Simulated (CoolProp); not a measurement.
A single-stage vapour-compression cycle with n-hexane: evaporating at 308.15 K (dew point), condensing at 346.15 K (bubble point), superheat 5 K, subcooling 2 K, compressor efficiency 0.65, no pressure losses. Each further row changes one setting.

Computed with CoolProp (reference Helmholtz-energy equation of state, Thol 2019).

| case | cooling COP | pressure ratio | discharge temperature (K) | refrigerating effect (kJ/kg) | volumetric capacity (kJ/m³) |
|---|---|---|---|---|---|
| as stated | 4.57 | 3.78 | 349.5 | 282 | 291 |
| evaporating temperature 313.15 K | ? | 3.10 | 349.3 | 290 | ? |
| condensing temperature 341.15 K | 5.40 | 3.24 | 345.3 | 294 | 304 |
| subcooling 7 K | 4.77 | 3.78 | 349.5 | 294 | 304 |
| superheat 15 K | 4.67 | 3.78 | ? | 299 | 299 |
| compressor efficiency 0.55 | 3.86 | 3.78 | 355.3 | 282 | 291 |

Q: Some entries are withheld; supply them.

A: 
- evaporating temperature 313.15 K, cooling COP: 5.47
- evaporating temperature 313.15 K, volumetric capacity (kJ/m³): 360
- superheat 15 K, discharge temperature (K): 359.7
